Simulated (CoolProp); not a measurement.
Model: reference Helmholtz-energy equation of state, Lemmon 2006, in CoolProp. It is a short technical equation, of lower accuracy than the large ones.

Q: For n-nonane, give the phase and the density (kg/m³), cv (kJ/(kg K)), Joule-Thomson coefficient (K/MPa), expansivity (1/kK) at 7.65 °C and 9690 kPa; -43.95 °C and 1610 kPa.

A: 
- 7.65 °C and 9690 kPa: liquid; density 735, cv 1.72, Joule-Thomson coefficient -0.455, expansivity 1.02
- -43.95 °C and 1610 kPa: liquid; density 769, cv 1.56, Joule-Thomson coefficient -0.495, expansivity 1.04
